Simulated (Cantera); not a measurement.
Input: 1 mol Fe2O3, 0.089 mol H2S, 0.45 mol H2O, held at 13.3 mbar.

Cantera equilibrium calculation (NASA polynomials, part measured and part estimated; ideal gas, pure solids and liquids). Candidate condensed phases: Fe, FeO, Fe(OH)2, Fe(OH)3, FeS, FeSO4, FeS2, Fe2O3, Fe2(SO4)3, Fe3O4, H2O, H2SO4, S; 22 gas species. Mutual solubility and eutectic melting of coexisting phases are not modelled. Equilibrium is a limit: real reactors are often held back by kinetics, nucleation or transport.

Q: Which condensed phases are stable at each of these points (T (K)): 1150, 1200, 1250, 1300, 1350, 1400, 1450, 1500, 1550, 1600, 1650, 1700?

A: 
```
T (K)     condensed phases  Fe condensed (%)
-----  -------------------  ----------------
1150   Fe2O3(s) + Fe3O4(s)             100.0
1200   Fe2O3(s) + Fe3O4(s)             100.0
1250   Fe2O3(s) + Fe3O4(s)             100.0
1300   Fe2O3(s) + Fe3O4(s)             100.0
1350   Fe2O3(s) + Fe3O4(s)             100.0
1400   Fe2O3(s) + Fe3O4(s)             100.0
1450              Fe3O4(s)             100.0
1500              Fe3O4(s)             100.0
1550              Fe3O4(s)             100.0
1600              Fe3O4(s)             100.0
1650              Fe3O4(s)             100.0
1700              Fe3O4(s)             100.0
```

From 1150 K to 1400 K the condensed part is Fe2O3(s) + Fe3O4(s). From 1450 K to 1700 K the condensed part is Fe3O4(s).
